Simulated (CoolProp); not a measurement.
Computed with CoolProp (reference Helmholtz-energy equation of state, Lemmon 2013).

### Question
For propylene, give the phase and the cv (kJ/(kg K)), isothermal compressibility (1/MPa), viscosity (µPa s), Prandtl number at 5.05 °C and 5.26 MPa.

### Answer
- 5.05 °C and 5.26 MPa: liquid; cv 1.49, isothermal compressibility 0.00363, viscosity 122, Prandtl number 2.35

Viscosity comes from a separate model (Huber 2003), an estimate that may be off by 10 % or more. Thermal conductivity comes from a separate model (Huber 2003), an estimate that may be off by 10 % or more.
